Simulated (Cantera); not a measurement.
Low-pressure radical oxidation in H2/O2

An isothermal, constant-pressure homogeneous reactor starts with H2 : O2 = 0.011 : 0.27 (molar parts), equivalence ratio 0.020, at 1450 K and 3.30 Torr.

Model: the H2/O2 subset of GRI-Mech 3.0, which has no nitrogen chemistry, integrated in Cantera. Radical loss at walls, strong at low pressure, is not modelled. The temperature is held fixed by assumption; the heat of reaction is taken as removed at once.

| t (s) | x H2 | x O2 | x H2O2 | x H2O | x O | x H | x OH |
|---|---|---|---|---|---|---|---|
| 2.00e-5 | 0.0391 | 0.961 | <1e-12 | 7.21e-11 | 1.89e-9 | 9.51e-9 | 1.87e-9 |
| 5.49e-5 | 0.0391 | 0.961 | 5.55e-12 | 1.26e-9 | 1.17e-8 | 2.07e-8 | 1.14e-8 |
| 0.000151 | 0.0391 | 0.961 | 4.11e-11 | 1.89e-8 | 6.21e-8 | 4.21e-8 | 5.85e-8 |
| 0.000413 | 0.0391 | 0.961 | 2.96e-10 | 2.70e-7 | 3.67e-7 | 1.38e-7 | 3.27e-7 |
| 0.00113 | 0.0391 | 0.961 | 1.97e-9 | 8.48e-6 | 6.96e-6 | 2.16e-6 | 6.03e-6 |
| 0.00311 | 0.0269 | 0.951 | 1.08e-8 | 0.00881 | 0.00683 | 0.00198 | 0.00498 |
| 0.00854 | 0.000536 | 0.926 | 1.13e-8 | 0.0342 | 0.0306 | 0.00346 | 0.00532 |
| 0.0234 | 0.000528 | 0.926 | 1.12e-8 | 0.0343 | 0.0302 | 0.00339 | 0.00529 |
| 0.0643 | 0.000511 | 0.927 | 1.11e-8 | 0.0345 | 0.0291 | 0.00322 | 0.00521 |
| 0.176 | 0.000468 | 0.930 | 1.09e-8 | 0.0349 | 0.0264 | 0.00279 | 0.00499 |
| 0.484 | 0.000373 | 0.937 | 1.02e-8 | 0.0358 | 0.0206 | 0.00194 | 0.00447 |
| 1.33 | 0.000216 | 0.947 | 8.42e-9 | 0.0373 | 0.0116 | 0.000822 | 0.00342 |
| 3.64 | 7.45e-5 | 0.955 | 5.32e-9 | 0.0387 | 0.00390 | 0.000162 | 0.00202 |
| 10.0 | 1.64e-5 | 0.959 | 2.41e-9 | 0.0394 | 0.000843 | 1.64e-5 | 0.000947 |
x: mole fraction; the columns are a selection and need not sum to one.

Equilibrium at this temperature and pressure: H2 5.85e-7, O2 0.960, H2O2 3.99e-10, H2O 0.0398, O 2.99e-5, H 1.10e-7, OH 0.000179 (gas phase only).
